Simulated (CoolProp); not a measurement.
Vapour-liquid equilibrium of CHF3 (R23) (1) + R22 (2) at 0.447 MPa; x and y are mole fractions of (1).

Model: multi-fluid Helmholtz-energy mixture model, Penoncello 2003 and Kamei 1995; pair parameters Bell 2016, in CoolProp.

```tsv
x	bubble temperature (K)	y at the bubble point	dew temperature at overall composition x (K)	liquid density (mol/L)
0.05	263.7	0.214	268.5	15.25
0.125	255.8	0.439	266.4	15.66
0.2	249.6	0.588	264.1	…
0.275	…	0.688	261.7	…
0.35	240.4	0.759	259.1	…
0.425	237.0	0.811	256.4	16.92
0.5	234.1	0.851	253.4	17.18
0.575	231.6	0.882	250.2	17.44
0.65	229.5	0.909	246.5	17.69
0.725	…	0.931	242.4	17.94
0.8	225.8	0.951	…	18.19
0.875	224.1	0.970	232.2	18.44
0.95	222.5	0.988	225.9	18.71
```

Complete the blanks.


- 0.2, liquid density (mol/L): 16.02
- 0.275, bubble temperature (K): 244.5
- 0.275, liquid density (mol/L): 16.34
- 0.35, liquid density (mol/L): 16.64
- 0.725, bubble temperature (K): 227.6
- 0.8, dew temperature at overall composition x (K): 237.7

No azeotrope shows between x = 0.05 and 0.95.

The pair parameters rest on a limited set of measurements; away from them the model extrapolates.
